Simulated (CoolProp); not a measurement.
Computed with CoolProp (reference Helmholtz-energy equation of state, Fiedler 2023).

Problem. Give the vapour pressure (kPa), vapour density (kg/m³), liquid cp (kJ/(kg K)) of saturated tetrahydrofuran at 460.3, 478.5 K.

Solution. 
```json
[
 {"T (K)": "460.3", "p (kPa)": "1650", "vapour density (kg/m³)": "39.7", "liquid cp (kJ/(kg K))": "2.53"},
 {"T (K)": "478.5", "p (kPa)": "2210", "vapour density (kg/m³)": "55.0", "liquid cp (kJ/(kg K))": "2.71"}
]
```
